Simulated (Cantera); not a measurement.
A perfectly stirred reactor is fed with H2 : O2 : N2 = 0.14 : 1 : 0.92 (molar parts), at 0.0148 atm; it is held at 1300 K, and followed from long to short residence time.

Model: the H2/O2 subset of GRI-Mech 3.0, which has no nitrogen chemistry, integrated in Cantera. Radical loss at walls, strong at low pressure, is not modelled. The temperature is held fixed by assumption; the heat of reaction is taken as removed at once.

Q: What does this change do: H2 0.14 to 0.015 parts?

A: 
| quantity | before | after |
|---|---|---|
| x(H2) at τ = 4.50 s | 0.000127 | 1.41e-5 |
| x(O2) at τ = 4.50 s | 0.466 | 0.514 |
| x(HO2) at τ = 4.50 s | 8.02e-7 | 1.92e-7 |
| x(OH) at τ = 4.50 s | 0.00114 | 0.000310 |
| x(H2O) at τ = 4.50 s | 0.0695 | 0.00760 |
| x(H2) at τ = 97.0 ms | 0.00125 | 0.000127 |
| x(O2) at τ = 97.0 ms | 0.456 | 0.511 |
| x(HO2) at τ = 97.0 ms | 2.13e-6 | 4.95e-7 |
| x(OH) at τ = 97.0 ms | 0.00361 | 0.000775 |
| x(H2O) at τ = 97.0 ms | 0.0644 | 0.00710 |
